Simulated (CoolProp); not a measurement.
Values from CoolProp's reference Helmholtz-energy equation of state, de Vries 1995.

Problem. Give the vapour pressure (MPa), liquid cp (kJ/(kg K)), liquid viscosity (µPa s), liquid conductivity (mW/(m K)) of saturated R124 at 312.2 K.

Solution. 
```csv
T (K),p (MPa),liquid cp (kJ/(kg K)),liquid viscosity (µPa s),liquid conductivity (mW/(m K))
312.2,0.578,1.17,210,65.4
```

Viscosity comes from a separate model (Bell 2016), an estimate that may be off by 10 % or more. Thermal conductivity comes from a separate model (Huber 2003), an estimate that may be off by 10 % or more.
